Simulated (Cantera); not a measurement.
Feed: 1 mol Al, 1.5 mol HCl, 230 mol H2, 17 mol NH3, equilibrated at 798 K and 0.310 bar.

Method: chemical equilibrium by Gibbs-energy minimisation in Cantera with the NASA 1993 tables (ideal gas, pure condensed phases). Candidate condensed phases: Al, AlCl3, AlN, NH4Cl; 20 gas species. The numbers say what is thermodynamically allowed, not how fast it happens.

Base state: H2 0.964, N2 0.0301, HCl 0.00564, NH3 0.000155 (mole fractions); condensed: AlN(s).

Q: What changes in the equilibrium state with this change: NH3 from 17 to 0.33 mol?

A: 
```json
[
 {"species": "H2", "before": "0.964", "after": "0.998"},
 {"species": "AlCl3", "before": "7.46e-6", "after": "0.00214"},
 {"species": "AlCl", "before": "<1e-9", "after": "2.39e-5"},
 {"species": "N2", "before": "0.0301", "after": "<1e-9"},
 {"species": "HCl", "before": "0.00564", "after": "6.45e-7"},
 {"species": "NH3", "before": "0.000155", "after": "<1e-9"},
 {"species": "AlN(s), mol", "before": "0.998", "after": "0.330"},
 {"species": "Al(s), mol", "before": "0", "after": "0.166"}
]
```

Q: What changes in the equilibrium state with this change: NH3 from 17 to 4.1 mol?

A: 
```json
[
 {"species": "H2", "before": "0.964", "after": "0.987"},
 {"species": "N2", "before": "0.0301", "after": "0.00645"},
 {"species": "HCl", "before": "0.00564", "after": "0.00621"},
 {"species": "AlCl3", "before": "7.46e-6", "after": "2.08e-5"},
 {"species": "NH3", "before": "0.000155", "after": "7.45e-5"},
 {"species": "AlN(s), mol", "before": "0.998", "after": "0.995"}
]
```
